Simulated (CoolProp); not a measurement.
A single-stage vapour-compression cycle with the fluid: evaporating at 269.15 K (dew point), condensing at 305.15 K (bubble point), superheat 5 K, subcooling 2 K, compressor efficiency 0.8, no pressure losses. The same conditions are run with several fluids, on thermodynamics alone (safety and materials aside).

Computed with CoolProp (reference Helmholtz-energy equation of state of each fluid (R245ca: Zhou 2016; R142b: Lemmon 2006; R227EA: Lemmon 2016; cis-2-butene: Lemmon 2005; n-pentane: Thol 2019; propylene: Lemmon 2013)).

```
fluid         cooling COP  pressure ratio  discharge temperature (K)  refrigerating effect (kJ/kg)  volumetric capacity (kJ/m³)
------------  -----------  --------------  -------------------------  ----------------------------  ---------------------------
R245ca               5.29            4.65                      314.7                           178                          298
R142b                5.27            3.36                      320.9                           181                         1030
R227EA               4.85            3.34                      305.2                          91.2                         1220
cis-2-butene         5.36            3.56                      323.9                           354                          672
n-pentane            5.33            4.33                      312.4                           319                          208
propylene            4.99            2.65                      324.8                           305                         3250
```
